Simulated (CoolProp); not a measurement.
50 sccm (0 °C, 1 atm) of nitrogen bubbles through liquid methanol at 294.4 K and leaves saturated at a total pressure of 0.112 MPa (ideal gas phase). Each further row changes one setting.

Computed with CoolProp (reference Helmholtz-energy equation of state, de Reuck 1993).

| case | vapour pressure (kPa) | mole fraction of vapour | delivery (mg/min) | delivery (sccm) | change of delivery for a bath 1 K warmer (%) |
|---|---|---|---|---|---|
| as stated | 13.9 | … | … | 7.11 | 6.3 |
| bath temperature 299.4 K | … | … | 13.8 | 9.65 | 6.3 |
| total pressure 0.224 MPa | 13.9 | … | … | … | … |

### Question
Fill in the missing entries.

### Answer

- as stated, mole fraction of vapour: 0.124
- as stated, delivery (mg/min): 10.2
- bath temperature 299.4 K, vapour pressure (kPa): 18.1
- bath temperature 299.4 K, mole fraction of vapour: 0.162
- total pressure 0.224 MPa, mole fraction of vapour: 0.0622
- total pressure 0.224 MPa, delivery (mg/min): 4.74
- total pressure 0.224 MPa, delivery (sccm): 3.32
- total pressure 0.224 MPa, change of delivery for a bath 1 K warmer (%): 5.9
